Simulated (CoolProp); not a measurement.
Vapour-liquid equilibrium of n-hexane (1) + hexamethyldisiloxane (MM) (2) at 8.55 °C; x and y are mole fractions of (1).

Model: multi-fluid Helmholtz-energy mixture model, Thol 2019 and Thol 2016; pair parameters Bell 2016, in CoolProp.

| x | bubble pressure (MPa) | y at the bubble point | dew pressure at overall composition x (MPa) | liquid density (mol/L) |
|---|---|---|---|---|
| 0.05 | 0.002586 | 0.162 | 0.002365 | 4.884 |
| 0.2 | 0.003470 | 0.472 | 0.002669 | 5.210 |
| 0.35 | 0.004379 | 0.661 | 0.003060 | 5.574 |
| 0.5 | 0.005382 | 0.792 | 0.003580 | 5.982 |
| 0.65 | 0.006508 | 0.886 | 0.004314 | 6.442 |
| 0.8 | 0.007736 | 0.950 | 0.005459 | 6.962 |
| 0.95 | 0.008989 | 0.991 | 0.007744 | 7.554 |

No azeotrope shows between x = 0.05 and 0.95.

Pair parameters are fitted to limited data, so mixtures are less certain than the pure fluids.
